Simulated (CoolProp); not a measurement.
Model: reference Helmholtz-energy equation of state, Wagner 2002, in CoolProp.

Task: Give the vapour pressure (bar), liquid density (kg/m³), surface tension (mN/m), liquid viscosity (µPa s) of saturated water at 40.95 °C.

Result: 
| T (°C) | p (bar) | liquid density (kg/m³) | surface tension (mN/m) | liquid viscosity (µPa s) |
|---|---|---|---|---|
| 40.95 | 0.0777 | 992 | 69.5 | 641 |

Viscosity comes from a separate model (Huber 2009). Surface tension comes from a separate correlation (Mulero 2012).
